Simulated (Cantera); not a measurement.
Input: 1 mol (CH3)2SiCl2, 0.89 mol C3H8, 3.9 mol H2, held at 2600 K.

Equilibrium computed with Cantera from the NASA thermochemical tables; the gas is ideal and each condensed phase is pure. Candidate condensed phases: C, C6H6, C7H8, C8H18, Si, SiC; 109 gas species. The feed counts by its element totals alone. The tables' values for SiCl, SiCl3 are old estimates; treat these amounts as uncertain. Gases not in the tables: Si2H6 and higher silanes. Equilibrium is a limit: real reactors are often held back by kinetics, nucleation or transport.

x: gas mole fraction; n: condensed amount in mol.

| P (Pa) | x H2 | x H | x HCl | x Cl | x Si | x SiC2 | x C2H2 (acetylene) | x SiCl2 | n C(graphite) | n SiC(s) |
|---|---|---|---|---|---|---|---|---|---|---|
| 100 | 0.239 | 0.593 | 0.0389 | 0.0677 | 0.0393 | 0.0134 | 0.00387 | 3.48e-5 | 3.84 | 0 |
| 220 | 0.340 | 0.477 | 0.0587 | 0.0578 | 0.0426 | 0.0145 | 0.00552 | 0.000133 | 3.90 | 0 |
| 460 | 0.432 | 0.372 | 0.0780 | 0.0471 | 0.0449 | 0.0153 | 0.00700 | 0.000407 | 3.91 | 0 |
| 1000 | (withheld) | (withheld) | (withheld) | (withheld) | 0.0457 | 0.0156 | (withheld) | (withheld) | 3.92 | 0 |
| 2200 | (withheld) | (withheld) | 0.109 | (withheld) | 0.0441 | 0.0151 | (withheld) | (withheld) | 3.93 | 0 |
| 4600 | 0.641 | 0.143 | 0.116 | 0.0182 | 0.0401 | 0.0137 | 0.0104 | 0.00546 | 3.95 | 0 |
| 10000 | 0.693 | 0.101 | 0.122 | 0.0125 | 0.0293 | 0.01000 | 0.0112 | 0.00876 | 3.89 | 0.159 |
| 22000 | 0.741 | 0.0705 | 0.132 | 0.00881 | 0.0133 | 0.00454 | 0.0120 | 0.00966 | 3.68 | 0.544 |
| 46000 | 0.769 | 0.0496 | 0.139 | 0.00627 | 0.00636 | 0.00217 | 0.0125 | 0.0102 | 3.59 | 0.706 |
| 100000 | 0.788 | 0.0341 | 0.143 | 0.00433 | 0.00293 | 0.001000 | 0.0128 | 0.0106 | 3.55 | 0.786 |

Task: What belongs in the gaps?

Result: 
- 2200, x H2: 0.587
- 2200, x H: 0.198
- 2200, x Cl: 0.0259
- 2200, x C2H2 (acetylene): 0.00953
- 2200, x SiCl2: 0.00276
- 1000, x H2: 0.517
- 1000, x H: 0.276
- 1000, x HCl: 0.0959
- 1000, x Cl: 0.0359
- 1000, x C2H2 (acetylene): 0.00838
- 1000, x SiCl2: 0.00114
